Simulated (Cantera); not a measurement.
Charge: 1 mol c-C₄F₈, 0.96 mol F₂, at 7.20 mbar.

Equilibrium computed with Cantera from the NASA thermochemical tables; the gas is ideal and each condensed phase is pure. Candidate condensed phases: C; 13 gas species. The feed counts by its element totals alone. The numbers say what is thermodynamically allowed, not how fast it happens. All values below are at 2600 °C.

Base state: F 0.851, CF 0.0747, CF₂ 0.0605, C₃ 0.0105, C 0.00199, C₂ 0.00104, C₅ 0.000129, CF₃ 0.000106 (mole fractions); condensed: C(graphite).

**Question.** What changes in the equilibrium state with this change: pressure from 7.20 mbar to 0.100 bar?

**Answer.** 
```csv
species,before,after
F,0.851,0.566
CF₂,0.0605,0.372
CF,0.0747,0.0497
C₃,0.0105,0.000757
CF₄,1.02e-5,0.00533
CF₃,0.000106,0.00601
"C(graphite), mol",2.37,0.910
```
Gases not in the tables: C₂F₆ and larger saturated fluorocarbons.

**Question.** What changes in the equilibrium state with this change: pressure from 7.20 mbar to 10.0 mbar?

**Answer.** 
```csv
species,before,after
F,0.851,0.836
CF₂,0.0605,0.0810
CF,0.0747,0.0733
C₃,0.0105,0.00757
CF₄,1.02e-5,2.53e-5
CF₃,0.000106,0.000193
C₅,0.000129,9.27e-5
C₂,0.00104,0.000750
C,0.00199,0.00143
"C(graphite), mol",2.37,2.33
```
